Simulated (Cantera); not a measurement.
A closed system holds: 1 mol SiO₂, 40 mol HF, 31 mol H₂, held at 800 K and 3.80 Pa.

Method: chemical equilibrium by Gibbs-energy minimisation in Cantera with the NASA 1993 tables (ideal gas, pure condensed phases). Candidate condensed phases: H₂O, Si, SiO₂; 38 gas species. Rates play no part.

What is the equilibrium state?

x(HF): 0.514
x(H₂): 0.443
x(H₂O): 0.0286
x(SiF₄): 0.0143
gas amount: 70.00 mol
log10 activity of Si(s) (absent): -22.44
